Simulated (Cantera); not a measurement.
Mixture: C₃H₈ : O₂ : N₂ : H₂O = 1 : 3.57 : 13.4 : 0.91 (molar parts), equivalence ratio 1.4, at 500000 Pa, adiabatic and at constant pressure. Ignition delay is the time to a rise of 400 K.

Model: GRI-Mech 3.0 (53 species, 325 reactions), integrated in Cantera. GRI-Mech 3.0 was tuned for natural gas; its chemistry of propane as a main component is partial and can be far from experiment.

### Question
What does this change do: H2O 0.91 to 2.1 parts?

### Answer
| quantity | before | after |
|---|---|---|
| delay at 1225 K | 1.79 ms | 1.86 ms |
| delay at 1425 K | 78.5 µs | 84.2 µs |
| delay at 1625 K | 10.8 µs | 11.6 µs |
| delay at 1825 K | 3.34 µs | 3.52 µs |
| delay at 2025 K | 1.63 µs | 1.69 µs |
| apparent activation energy between 1925 and 2125 K | 98 kJ/mol | 100 kJ/mol |

### Question
What does this change do: pressure from 500000 Pa to 260000 Pa?

### Answer
```csv
quantity,before,after
delay at 1225 K,1.79 ms,2.61 ms
delay at 1425 K,78.5 µs,0.113 ms
delay at 1625 K,10.8 µs,16.7 µs
delay at 1825 K,3.34 µs,5.53 µs
delay at 2025 K,1.63 µs,2.81 µs
apparent activation energy between 1925 and 2125 K,98 kJ/mol,93 kJ/mol
```

### Question
What does this change do: 0.12 parts H2 added?

### Answer
| quantity | before | after |
|---|---|---|
| delay at 1225 K | 1.79 ms | 1.58 ms |
| delay at 1425 K | 78.5 µs | 75.8 µs |
| delay at 1625 K | 10.8 µs | 10.6 µs |
| delay at 1825 K | 3.34 µs | 3.31 µs |
| delay at 2025 K | 1.63 µs | 1.62 µs |
| apparent activation energy between 1925 and 2125 K | 98 kJ/mol | 98 kJ/mol |
